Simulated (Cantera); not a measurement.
Mixture: H₂ : O₂ : N₂ = 1 : 0.263 : 0.989 (molar parts), equivalence ratio 1.9, at 31.0 bar, adiabatic and at constant volume. Ignition delay is the time to a rise of 400 K.

Cantera simulation using GRI-Mech 3.0 (53 species, 325 reactions); the numbers are that mechanism's predictions, not measurements. The hydrogen kinetics of GRI-Mech 3.0 are dated; newer H2 mechanisms differ, most at raised pressure. The pressure lies above the range GRI-Mech 3.0 was tuned for (to about 10 atm).

Q: Predict: delay at 1225 K; delay at 1375 K; delay at 1525 K; delay at 1675 K; apparent activation energy between 1600 and 1750 K.

A: 
| Item | Value |
|---|---|
| delay at 1225 K | 55.6 µs |
| delay at 1375 K | 4.64 µs |
| delay at 1525 K | 0.662 µs |
| delay at 1675 K | 0.306 µs |
| apparent activation energy between 1600 and 1750 K | 89 kJ/mol |
